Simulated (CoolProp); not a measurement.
R124 at several states: fugacity coefficient from the reference equation and from simpler models built on Tc = 122.3 °C, pc = 3.624 MPa, ω = 0.288; each cubic takes its own stable root.

Computed with CoolProp (reference Helmholtz-energy equation of state, de Vries 1995).

| T (°C) | p (MPa) | phase | reference |
|---|---|---|---|
| 110.95 | 0.426 | gas | 0.9554 |
| 112.65 | 1.54 | gas | 0.8433 |
| 2.25 | 0.122 | gas | 0.9593 |

Problem. How far does each simpler model (Redlich-Kwong, Soave-Redlich-Kwong, Peng-Robinson) lie from the reference over these 3 states: mean and median of the absolute difference, and the worst?

Solution. 
- Redlich-Kwong: mean 0.6 %, median 0.6 %, worst +1.0 % at 2.25 °C and 0.122 MPa
- Soave-Redlich-Kwong: mean 0.3 %, median 0.3 %, worst +0.6 % at 2.25 °C and 0.122 MPa
- Peng-Robinson: mean 0.7 %, median 0.4 %, worst -1.3 % at 112.65 °C and 1.54 MPa
